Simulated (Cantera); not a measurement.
Input (Python, Cantera):

```python
import numpy as np
import cantera as ct

gas = ct.Solution("gri30.yaml")


def delay(T, t_max=10):
    gas.TPX = T, 1000000, {'CH4': 1, 'C2H6': 0.18, 'O2': 1.46, 'N2': 5.49}
    reactor = ct.IdealGasReactor(gas, clone=False)
    net = ct.ReactorNet([reactor])
    net.rtol, net.atol = 1e-8, 1e-16
    while net.time < t_max:
        t_old, T_old = net.time, reactor.T
        net.step()
        if reactor.T > T + 400:  # ignition: a rise of 400 K
            return t_old + (T + 400 - T_old) / (reactor.T - T_old) * (net.time - t_old)
    return np.nan


taus = []
for T in [1273, 1348, 1423, 1498, 1573, 1648]:
    taus.append(delay(T))
    print(f"T0 = {T:6g} K   tau = {taus[-1]:.4e} s")
```

Result:

```
T0 =   1273 K   tau = 2.7589e-04 s
T0 =   1348 K   tau = 1.3181e-04 s
T0 =   1423 K   tau = 6.8773e-05 s
T0 =   1498 K   tau = 3.7781e-05 s
T0 =   1573 K   tau = 2.1475e-05 s
T0 =   1648 K   tau = 1.2603e-05 s
```

Computed with Cantera and GRI-Mech 3.0 (53 species, 325 reactions).
